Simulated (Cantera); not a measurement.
A perfectly stirred reactor is fed with CH₄ : N₂ = 1 : 4.8 (molar parts), at 1050 Torr; it is held at 1950 K, and followed from long to short residence time.

Cantera simulation using GRI-Mech 3.0 (53 species, 325 reactions); the numbers are that mechanism's predictions, not measurements. GRI-Mech 3.0 stops at C3 and has no aromatics, soot or wall deposition, so with more carbon than oxygen in the feed, carbon stays in small species such as C2H2 where larger ones or solid carbon would form.

Q: What does this change do: CH4 1 to 3.1 parts?

A: 
| quantity | before | after |
|---|---|---|
| x(CH₄) at τ = 2.20 s | 0.00166 | 0.00407 |
| x(CH₂) at τ = 2.20 s | 1.77e-7 | 2.28e-7 |
| x(H) at τ = 2.20 s | 0.000453 | 0.000628 |
| x(C₂H₆) at τ = 2.20 s | 1.23e-7 | 4.31e-7 |
| x(CH₃) at τ = 2.20 s | 6.83e-5 | 0.000122 |
| x(CH₄) at τ = 0.100 s | 0.00692 | 0.0138 |
| x(CH₂) at τ = 0.100 s | 6.85e-7 | 7.09e-7 |
| x(H) at τ = 0.100 s | 0.000431 | 0.000602 |
| x(C₂H₆) at τ = 0.100 s | 1.90e-6 | 3.88e-6 |
| x(CH₃) at τ = 0.100 s | 0.000279 | 0.000402 |

Q: What does this change do: pressure from 1050 Torr to 20.0 Torr?

A: 
| quantity | before | after |
|---|---|---|
| x(CH₄) at τ = 2.20 s | 0.00166 | 0.00255 |
| x(CH₂) at τ = 2.20 s | 1.77e-7 | 4.23e-6 |
| x(H) at τ = 2.20 s | 0.000453 | 0.00183 |
| x(C₂H₆) at τ = 2.20 s | 1.23e-7 | 1.37e-7 |
| x(CH₃) at τ = 2.20 s | 6.83e-5 | 0.000426 |
| x(CH₄) at τ = 0.100 s | 0.00692 | 0.0225 |
| x(CH₂) at τ = 0.100 s | 6.85e-7 | 9.30e-6 |
| x(H) at τ = 0.100 s | 0.000431 | 0.000904 |
| x(C₂H₆) at τ = 0.100 s | 1.90e-6 | 4.15e-6 |
| x(CH₃) at τ = 0.100 s | 0.000279 | 0.00205 |
Radical loss at walls, strong at low pressure, is not modelled.
